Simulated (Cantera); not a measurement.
A closed system holds: 1 mol Fe2O3, 7.3 mol Cl2, 0.58 mol O2, held at 1898.15 K and 0.133 bar.

Equilibrium computed with Cantera from the NASA thermochemical tables; the gas is ideal and each condensed phase is pure. Candidate condensed phases: Fe, FeCl2, FeCl3, FeO, Fe2O3, Fe3O4; 13 gas species. Equilibrium is a limit: real reactors are often held back by kinetics, nucleation or transport.

Base state: Cl 0.523, O2 0.164, Cl2 0.152, FeCl2 0.147, FeCl3 0.0111, ClO 0.00127, O 0.000326, Fe2Cl4 1.12e-5 (mole fractions); condensed: gas only.

Problem. What changes in the equilibrium state with this change: temperature from 1898.15 K to 625 K?

Solution. 
```csv
species,before,after
Cl2,0.152,0.926
O2,0.164,0.0736
FeCl3,0.0111,6.78e-7
Cl,0.523,1.38e-7
FeCl2,0.147,<1e-9
O,0.000326,<1e-9
ClO,0.00127,4.14e-9
"Fe2O3(s), mol",0,1.000
```
Condensed phases not in the tables: FeOCl.

Problem. What changes in the equilibrium state with this change: temperature from 1898.15 K to 1075 K?

Solution. 
| species | before | after |
|---|---|---|
| Cl2 | 0.152 | 0.803 |
| O2 | 0.164 | 0.125 |
| FeCl3 | 0.0111 | 0.0676 |
| Cl | 0.523 | 0.00271 |
| FeCl2 | 0.147 | 0.00186 |
| O | 0.000326 | 1.27e-9 |
| Fe2Cl6 | 1.96e-8 | 0.000384 |
| ClO | 0.00127 | 1.80e-5 |
| Fe2Cl4 | 1.12e-5 | 1.59e-6 |
| Fe2O3(s), mol | 0 | 0.718 |
